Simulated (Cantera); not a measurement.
Charge: 1 mol SiH2Cl2, 70 mol N2, at 0.130 bar.

Equilibrium computed with Cantera from the NASA thermochemical tables; the gas is ideal and each condensed phase is pure. Candidate condensed phases: NH4Cl, Si, Si3N4; 28 gas species. N2 is the only nitrogen source here; it is nearly inert below about 1500 K, so the nitride shown seldom forms there in practice. Kinetics and transport are ignored.

Q: Which condensed phases are stable at each of these points (T (K)): 923, 1123, 1323, 1523, 1723, 1923, 2123?

A: 
| T (K) | condensed phases | Si condensed (%) |
|---|---|---|
| 923 | Si3N4(s) | 85.4 |
| 1123 | Si3N4(s) | 87.7 |
| 1323 | Si3N4(s) | 87.8 |
| 1523 | Si3N4(s) | 76.5 |
| 1723 | Si3N4(s) | 50.7 |
| 1923 | Si3N4(s) | 28.0 |
| 2123 | Si(l) | 12.5 |

From 923 K to 1923 K the condensed part is Si3N4(s). At 2123 K the condensed part is Si(l).
